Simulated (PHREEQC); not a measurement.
A solution holds 0.0015 mol/kgw NaHSO4, at 25 °C. Closed to the air; pH follows from the charge balance.

Model: Pitzer model, pitzer.dat, run in PHREEQC.

The ionic strength comes out as 0.00423 mol/kgw. What activity coefficients do HSO4-, H+, SO4-2, Na+ get?

HSO4- 0.93, H+ 0.93, SO4-2 0.76, Na+ 0.93. Single-ion values are on the MacInnes scale.

No solid was allowed to form. Species that the database lacks are ignored.
